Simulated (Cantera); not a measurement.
An isothermal, constant-pressure homogeneous reactor starts with CH4 : CO2 = 1 : 4 (molar parts), at 1475 K and 683 Torr.

Computed with Cantera and GRI-Mech 3.0 (53 species, 325 reactions).

x: mole fraction; the columns are a selection and need not sum to one.

```tsv
t (s)	x CH4	x CO2	x H2O	x H	x CH3	x H2
0.000500	0.200	0.800	1.24e-6	1.97e-8	___	2.91e-5
0.00123	0.200	0.800	3.45e-6	2.33e-8	___	7.96e-5
0.00302	0.200	0.800	1.02e-5	3.10e-8	___	0.000225
0.00743	0.199	0.800	3.65e-5	5.56e-8	___	0.000702
0.0183	0.197	0.799	0.000180	1.38e-7	0.000131	0.00249
0.0449	0.190	0.795	0.00110	3.53e-7	0.000135	0.00838
0.110	0.176	0.780	0.00597	7.08e-7	___	0.0209
0.272	0.150	0.742	0.0253	1.09e-6	___	0.0349
0.668	0.107	0.658	0.0778	1.31e-6	___	0.0379
1.64	0.0507	0.532	0.153	1.65e-6	___	0.0349
4.04	0.0191	0.430	0.186	2.90e-6	___	0.0494
9.93	0.0133	0.355	0.181	3.67e-6	___	0.0730
24.4	0.00859	0.300	0.173	4.15e-6	___	0.0965
60.0	0.00342	0.270	0.168	4.46e-6	___	0.112
```

Fill in the missing entries.


- 0.000500, x CH3: 4.18e-5
- 0.00123, x CH3: 5.75e-5
- 0.00302, x CH3: 7.46e-5
- 0.00743, x CH3: 0.000102
- 0.110, x CH3: 0.000115
- 0.272, x CH3: 9.43e-5
- 0.668, x CH3: 7.50e-5
- 1.64, x CH3: 4.82e-5
- 4.04, x CH3: 2.26e-5
- 9.93, x CH3: 1.34e-5
- 24.4, x CH3: 7.46e-6
- 60.0, x CH3: 2.75e-6
